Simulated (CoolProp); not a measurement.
Vapour-liquid equilibrium of R227EA (1) + isobutene (2) at 1.86 bar; x and y are mole fractions of (1).

Computed with CoolProp (multi-fluid Helmholtz-energy mixture model, Lemmon 2016 and Lemmon 2005; pair parameters Bell 2016).

Problem. Give the bubble temperature and the first vapour's composition at x = 0.05, 0.55, 0.75. Is there an azeotrope?

Solution. x = 0.05: 278.2 K, y = 0.178; x = 0.55: 268.6 K, y = 0.596; x = 0.75: 268.7 K, y = 0.707. y crosses x between x = 0.55 and 0.65: the model has an azeotrope there.

The pair parameters rest on a limited set of measurements; away from them the model extrapolates.
